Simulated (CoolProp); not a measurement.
Properties of R1123 along the isobar 6180 kPa.

Values from CoolProp's reference Helmholtz-energy equation of state, Akasaka 2020.

| T (K) | phase | cp (kJ/(kg K)) | Joule-Thomson coefficient (K/MPa) |
|---|---|---|---|
| 282.1 | liquid | 1.453 | ___ |
| 298.6 | liquid | 1.559 | ___ |
| 315.1 | liquid | 1.751 | 0.6736 |
| 331.6 | liquid | 2.261 | 1.765 |
| 348.1 | supercritical | ___ | 7.339 |
| 364.6 | supercritical | 2.055 | 8.518 |
| 381.1 | supercritical | 1.550 | 7.344 |
| 397.5 | supercritical | 1.379 | 6.351 |
| 414 | supercritical | 1.300 | ___ |
| 430.5 | supercritical | 1.259 | 4.929 |
| 447 | supercritical | 1.239 | 4.410 |
| 463.5 | supercritical | 1.229 | ___ |
| 480 | supercritical | 1.226 | 3.608 |

Question: Some entries are withheld; supply them.

Answer: 
- 282.1, Joule-Thomson coefficient (K/MPa): 0.03394
- 298.6, Joule-Thomson coefficient (K/MPa): 0.2564
- 348.1, cp (kJ/(kg K)): 4.619
- 414, Joule-Thomson coefficient (K/MPa): 5.562
- 463.5, Joule-Thomson coefficient (K/MPa): 3.977

The peak of cp marks the crossing from liquid-like to gas-like fluid above the critical point.
